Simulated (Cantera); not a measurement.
Charge: 1 mol B2O3, a varied amount of HF, 0.2 mol H2, at 1373 K and 3000 Pa.

These are equilibrium values from Cantera (NASA tables, ideal gas, pure condensed phases), not measurements of a reactor. Candidate condensed phases: B, B2O3, B3O3H3, H2O; 43 gas species. Gases not in the tables: H3BO3. Equilibrium is a limit: real reactors are often held back by kinetics, nucleation or transport.

Task: Which condensed phases are stable at each of these points (n(HF) (mol)): 2.8, 5.5, 8.3, 11, 14, 17, 19, 22, 25, 28, 30, 33, 36?

Result: 
```
n(HF) (mol)  condensed phases  B condensed (%)
-----------  ----------------  ---------------
2.8                   B2O3(l)             55.4
5.5                   B2O3(l)             12.7
8.3                  gas only              0.0
11                   gas only              0.0
14                   gas only              0.0
17                   gas only              0.0
19                   gas only              0.0
22                   gas only              0.0
25                   gas only              0.0
28                   gas only              0.0
30                   gas only              0.0
33                   gas only              0.0
36                   gas only              0.0
```

From 2.8 mol HF to 5.5 mol HF the condensed part is B2O3(l). From 8.3 mol HF to 36 mol HF nothing is condensed.
